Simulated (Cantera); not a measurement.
An isothermal, constant-pressure homogeneous reactor starts with C₂H₆ : N₂ = 1 : 190 (molar parts), at 1975 K and 1.48 atm. Integrator tolerance rtol = 1e-08.

Computed with Cantera and GRI-Mech 3.0 (53 species, 325 reactions). GRI-Mech 3.0 stops at C3 and has no aromatics, soot or wall deposition, so with more carbon than oxygen in the feed, carbon stays in small species such as C2H2 where larger ones or solid carbon would form.

Task: What does this change do: 0.54 parts H2O added?

Result: 
```tsv
quantity	before	after
x(C₂H₆) at 10.0 s	1.30e-12 (gas-phase equilibrium <1e-12)	2.96e-12 (gas-phase equilibrium <1e-12)
x(H₂) at 10.0 s	0.0103 (gas-phase equilibrium 0.0103)	0.0144 (gas-phase equilibrium 0.0144)
x(C₂H₂) at 10.0 s	0.00507 (gas-phase equilibrium 0.000219)	0.00348 (gas-phase equilibrium 0.000118)
x(CH₂) at 10.0 s	2.14e-9 (gas-phase equilibrium 1.27e-9)	3.33e-9 (gas-phase equilibrium 1.11e-9)
x(CH₃) at 10.0 s	1.52e-7 (gas-phase equilibrium 9.01e-8)	2.79e-7 (gas-phase equilibrium 9.26e-8)
x(C₂H₄) at 10.0 s	6.04e-7 (gas-phase equilibrium 2.61e-8)	5.80e-7 (gas-phase equilibrium 1.97e-8)
```
